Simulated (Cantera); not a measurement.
Cantera run:

```python
import numpy as np
import cantera as ct

gas_names = """
    N NO NO2 NO3 N2 N2O O O2 O3 V VN VO VO2
""".split()
cond_names = """
    V(cr) V(L) VN(s) VO(s) VO(L) V2O3(s) V2O3(L) V2O4(I) V2O4(II) V2O4(L) V2O5(s) V2O5(L)
""".split()


# ... load() reads the species with a 1 bar reference pressure and builds the phases ...
atoms = {
    'V': {'V': 1},
    'O2': {'O': 2},
    'N2': {'N': 2},
}
top_T = {'VN(s)': 2300}  # K; cautious upper limits of use, not melting points


# ... equilibrate(T, P, feed) seeds the gas with the atoms and calls Mixture.equilibrate('TP', solver="vcs", rtol=1e-11, max_steps=5000) ...
results = []
feed = {'V': 1, 'O2': 1.1, 'N2': 0.57}  # mol
P = 2500  # Pa
for T in [950, 1100, 1250, 1400, 1550, 1700, 1850, 2000, 2150, 2300, 2450]:
    mix = equilibrate(T, P, feed)
    results.append((T, P, feed, dict(zip(mix.species_names, mix.species_moles))))

top = {s: max(r[3][s] / sum(r[3][g] for g in gas_names) for r in results) for s in gas_names}
cols = sorted((s for s in top if top[s] > 1e-05), key=lambda s: -top[s])[:5]
seen = [c for c in cond_names if any(r[3].get(c, 0) > 1e-12 for r in results)]
print("log10 of partial pressures in bar; condensed amounts in mol")
print(f"{'T/K':>10s}" + "".join(f"{s[:9]:>10s}" for s in cols + seen))
for T, P, feed, n in results:
    ng = sum(n[g] for g in gas_names)
    print(f"{T:10.4g}" + "".join(f"{np.log10(max(n[s] / ng * P / 1e5, 1e-99)):10.3f}" for s in cols)
          + "".join(f"{n.get(c, 0):10.4g}" for c in seen))
```

Result:

```
log10 of partial pressures in bar; condensed amounts in mol
       T/K        N2       VO2        O2         O        NO  V2O4(II)   V2O4(L)   V2O5(L)
       950    -1.604   -16.225    -4.057   -12.526    -7.196     0.304         0     0.196
      1100    -1.617   -12.772    -3.087   -10.146    -6.032    0.3386         0    0.1614
      1250    -1.672   -10.169    -2.428    -8.374    -5.209       0.5         0         0
      1400    -1.672    -8.142    -2.429    -7.238    -4.800       0.5         0         0
      1550    -1.673    -6.522    -2.430    -6.321    -4.470       0.5         0         0
      1700    -1.673    -5.201    -2.432    -5.566    -4.199    0.4999         0         0
      1850    -1.675    -4.135    -2.436    -4.933    -3.974         0     0.499         0
      2000    -1.682    -3.337    -2.449    -4.399    -3.791         0    0.4937         0
      2150    -1.715    -2.663    -2.490    -3.954    -3.661         0     0.468         0
      2300    -1.850    -2.089    -2.644    -3.626    -3.661         0    0.3367         0
      2450    -2.077    -1.829    -2.914    -3.405    -3.782         0         0         0
```

Method: chemical equilibrium by Gibbs-energy minimisation in Cantera with the NASA 1993 tables (ideal gas, pure condensed phases). Mutual solubility and eutectic melting of coexisting phases are not modelled. Condensed phases not in the tables: the oxides between V2O3 and V2O5 other than VO2. Gases not in the tables: V4O10.
